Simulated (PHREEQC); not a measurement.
0.57 g of hydrous ferric oxide (600 m²/g; 0.2 weak and 0.005 strong sites per Fe, Dzombak-Morel constants, diffuse double layer) in 1 kg of water with 0.001 mol/kgw of an inert sodium salt and 0.00041 mol/kgw MnCl2 and 5e-06 mol/kgw H3BO3, at 25 °C; the pH is set by adding NaOH or the inert anion's acid. The system is closed to oxygen. No CO2 enters from the air. No solid was allowed to form.

All values are PHREEQC results (ion-association model, wateq4f.dat), not measurements.

Task: Predict Mn sorbed (%), surface charge σ (C/m²), surface potential ψ (mV) at pH = 4.5, 6, 8.5.

Result: 
```tsv
pH	Mn sorbed (%)	surface charge σ (C/m²)	surface potential ψ (mV)
4.5	0.0	0.104	184
6	4.1	0.027	118
8.5	95.5	0.002	19
```

Species that the database lacks are ignored. The oxide is taken as insoluble; below pH 4 it would dissolve.
